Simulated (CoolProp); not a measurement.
CH2F2 (R32) along the isobar 6040 kPa: fugacity coefficient from the reference equation and from simpler models built on Tc = 351.3 K, pc = 5783 kPa, ω = 0.277; each cubic takes its own stable root.

The numbers come from the reference Helmholtz-energy equation of state, Tillner-Roth 1997 in CoolProp.

```json
[
 {"T (K)": "227.1", "phase": "liquid", "reference": "0.02415"},
 {"T (K)": "256.8", "phase": "liquid", "reference": "0.07829"},
 {"T (K)": "286.5", "phase": "liquid", "reference": "0.1863"},
 {"T (K)": "316.2", "phase": "liquid", "reference": "0.3555"},
 {"T (K)": "345.9", "phase": "liquid", "reference": "0.5709"},
 {"T (K)": "375.6", "phase": "supercritical", "reference": "0.7060"},
 {"T (K)": "405.3", "phase": "supercritical", "reference": "0.7768"},
 {"T (K)": "435", "phase": "supercritical", "reference": "0.8275"}
]
```

Q: How far does each simpler model (van der Waals, Redlich-Kwong, Soave-Redlich-Kwong, Peng-Robinson) lie from the reference over these 8 states: mean and median of the absolute difference, and the worst?

A: 
- van der Waals: mean 108.1 %, median 28.9 %, worst +489.6 % at 227.1 K and 6040 kPa
- Redlich-Kwong: mean 27.7 %, median 13.8 %, worst +93.6 % at 227.1 K and 6040 kPa
- Soave-Redlich-Kwong: mean 5.6 %, median 5.2 %, worst +8.9 % at 286.5 K and 6040 kPa
- Peng-Robinson: mean 2.5 %, median 2.6 %, worst +5.0 % at 286.5 K and 6040 kPa
